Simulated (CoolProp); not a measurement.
A single-stage vapour-compression cycle with the fluid: evaporating at 291.15 K (dew point), condensing at 337.15 K (bubble point), superheat 0 K, subcooling 5 K, compressor efficiency 0.6, no pressure losses. The same conditions are run with several fluids, on thermodynamics alone (safety and materials aside).

The numbers come from the reference Helmholtz-energy equation of state of each fluid (vinyl chloride: Thol 2022; isohexane: Lemmon 2006; R142b: Lemmon 2006; R124: de Vries 1995; R115: Lemmon 2016; chloromethane (R40): Thol 2014) in CoolProp.

| fluid | cooling COP | pressure ratio | discharge temperature (K) | refrigerating effect (kJ/kg) | volumetric capacity (kJ/m³) |
|---|---|---|---|---|---|
| vinyl chloride | 3.30 | 3.43 | 384.9 | 264 | 2330 |
| isohexane | 3.23 | 5.45 | 339.7 | 257 | 195 |
| R142b | 3.16 | 3.56 | 355.5 | 151 | 1850 |
| R124 | 3.01 | 3.58 | 347.7 | 102 | 1950 |
| R115 | 2.34 | 3.00 | 341.6 | 50.4 | 2930 |
| chloromethane (R40) | 3.24 | 3.33 | 406.8 | 314 | 3390 |
